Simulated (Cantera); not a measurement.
Cantera run:

```python
import numpy as np
import cantera as ct

gas_names = [...]  # 109 gases of nasa_gas.yaml made of C, Cl, H, Si
cond_names = """
    C(gr) C6H6(L) C7H8(L) C8H18(L),n-octa Si(cr) Si(L) SiC(b)
""".split()


# ... load() reads the species with a 1 bar reference pressure and builds the phases ...
atoms = {
    '(CH3)2SiCl2': {'C': 2, 'H': 6, 'Si': 1, 'CL': 2},
    'H2': {'H': 2},
}
top_T = {'C(gr)': 4500, 'SiC(b)': 3050}  # K; cautious upper limits of use, not melting points


# ... equilibrate(T, P, feed) seeds the gas with the atoms and calls Mixture.equilibrate('TP', solver="vcs", rtol=1e-11, max_steps=5000) ...
results = []
feed = {'(CH3)2SiCl2': 1, 'H2': 17}  # mol
T = 1725  # K
P = 27000  # Pa
mix = equilibrate(T, P, feed)
results.append((T, P, feed, dict(zip(mix.species_names, mix.species_moles))))
x = sorted(zip(gas.X, gas.species_names), reverse=True)
print(f"T = {T:g} K  P = {P:g} Pa  gas = {mix.phase_moles(0):.4g} mol")
print("   x: " + "  ".join(f"{s} {v:.3e}" for v, s in x if v > 0.0001))
print("   condensed (mol): " + ("  ".join(f"{mix.phase(i).name} {mix.phase_moles(i):.4g}"
      for i in range(1, mix.n_phases) if mix.phase_moles(i) > 1e-12) or "none"))
```

Result:

```
T = 1725 K  P = 27000 Pa  gas = 21 mol
   x: H2 9.047e-01  HCL 9.400e-02  SiCL2 5.670e-04  H 3.400e-04  CH4 2.207e-04
   condensed (mol): C(gr) 1.004  SiC(b) 0.9875
```

These are equilibrium values from Cantera (NASA tables, ideal gas, pure condensed phases), not measurements of a reactor. The feed counts by its element totals alone. The tables' values for SiCl3 are old estimates; treat these amounts as uncertain.
